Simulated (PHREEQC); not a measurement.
Consider water at 33 °C with 0.028 mol/kgw NH3 and 0.0045 mol/kgw CO2. Closed to the air; pH follows from the charge balance.

Computed with PHREEQC (ion-association model, wateq4f.dat).

The ionic strength comes out as 0.00670 mol/kgw. What activity coefficients do CO3-2, HCO3-, NH4+, OH- get?

CO3-2 0.71, HCO3- 0.92, NH4+ 0.92, OH- 0.91.

Precipitation was switched off in this run.
